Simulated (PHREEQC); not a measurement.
Make-up at 25 °C: 0.00099 mol/kgw Cs2CO3, 0.0077 mol/kgw Li2SO4, 1.6e-05 mol/kgw CaSO4 and 0.00082 mol/kgw NH4HSO4. Closed to the air; pH follows from the charge balance.

All values are PHREEQC results (ion-association model, wateq4f.dat), not measurements.

Each row changes one thing in this solution. Precipitation was switched off in this run.

```json
[
 {"case": "as made", "pH": "8.64", "ionic strength (mol/kgw)": "0.0260", "SO4-2 (mol/kgw)": "0.00820", "HCO3- (mol/kgw)": "0.000955", "NH4+ (mol/kgw)": "0.000645", "LiSO4- (mol/kgw)": "0.000298"},
 {"case": "NH4HSO4 from 0.00082 to 0.000738 mol/kgw", "pH": "?", "ionic strength (mol/kgw)": "0.0258", "SO4-2 (mol/kgw)": "0.00812", "HCO3- (mol/kgw)": "0.000935", "NH4+ (mol/kgw)": "0.000516", "LiSO4- (mol/kgw)": "0.000296"},
 {"case": "0.0017 mol/kgw CO2 added", "pH": "6.17", "ionic strength (mol/kgw)": "0.0261", "SO4-2 (mol/kgw)": "0.00819", "HCO3- (mol/kgw)": "0.00116", "NH4+ (mol/kgw)": "0.000775", "LiSO4- (mol/kgw)": "0.000298"},
 {"case": "Li2SO4 from 0.0077 to 0.0385 mol/kgw", "pH": "8.67", "ionic strength (mol/kgw)": "0.111", "SO4-2 (mol/kgw)": "0.0351", "HCO3- (mol/kgw)": "?", "NH4+ (mol/kgw)": "0.000599", "LiSO4- (mol/kgw)": "0.00410"},
 {"case": "temperature from 25 to 65 °C", "pH": "7.73", "ionic strength (mol/kgw)": "0.0259", "SO4-2 (mol/kgw)": "0.00821", "HCO3- (mol/kgw)": "0.000954", "NH4+ (mol/kgw)": "?", "LiSO4- (mol/kgw)": "0.000286"},
 {"case": "NH4HSO4 from 0.00082 to 0.0041 mol/kgw", "pH": "2.92", "ionic strength (mol/kgw)": "0.0327", "SO4-2 (mol/kgw)": "0.0104", "HCO3- (mol/kgw)": "4.34e-7", "NH4+ (mol/kgw)": "0.00383", "LiSO4- (mol/kgw)": "0.000358"},
 {"case": "diluted 10-fold with water", "pH": "8.52", "ionic strength (mol/kgw)": "0.00266", "SO4-2 (mol/kgw)": "0.000848", "HCO3- (mol/kgw)": "9.66e-5", "NH4+ (mol/kgw)": "6.91e-5", "LiSO4- (mol/kgw)": "?"},
 {"case": "CaSO4 left out", "pH": "8.64", "ionic strength (mol/kgw)": "0.0259", "SO4-2 (mol/kgw)": "0.00818", "HCO3- (mol/kgw)": "0.000955", "NH4+ (mol/kgw)": "0.000644", "LiSO4- (mol/kgw)": "0.000298"},
 {"case": "NH4HSO4 from 0.00082 to 0.00123 mol/kgw", "pH": "6.77", "ionic strength (mol/kgw)": "0.0268", "SO4-2 (mol/kgw)": "0.00856", "HCO3- (mol/kgw)": "0.000746", "NH4+ (mol/kgw)": "0.00116", "LiSO4- (mol/kgw)": "0.000309"}
]
```

**Question.** What belongs in the gaps?

**Answer.** 
- NH4HSO4 from 0.00082 to 0.000738 mol/kgw, pH: 8.88
- Li2SO4 from 0.0077 to 0.0385 mol/kgw, HCO3- (mol/kgw): 0.000943
- temperature from 25 to 65 °C, NH4+ (mol/kgw): 0.000601
- diluted 10-fold with water, LiSO4- (mol/kgw): 4.55e-6

Away from 25 °C the constants follow the database's enthalpies or fits; those with neither stay at their 25 °C values.
